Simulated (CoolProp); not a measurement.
The numbers come from the reference Helmholtz-energy equation of state, Gao 2022 in CoolProp.

### Question
For n-perfluorohexane, give the phase and the density (kg/m³), cp (kJ/(kg K)), expansivity (1/kK), fugacity coefficient at 176.85 °C and 11.9 bar; 176.85 °C and 23.7 bar.

### Answer
- 176.85 °C and 11.9 bar: gas; density 153, cp 1.14, expansivity 7.64, fugacity coefficient 0.770
- 176.85 °C and 23.7 bar: supercritical; density 995, cp 1.52, expansivity 13.1, fugacity coefficient 0.519
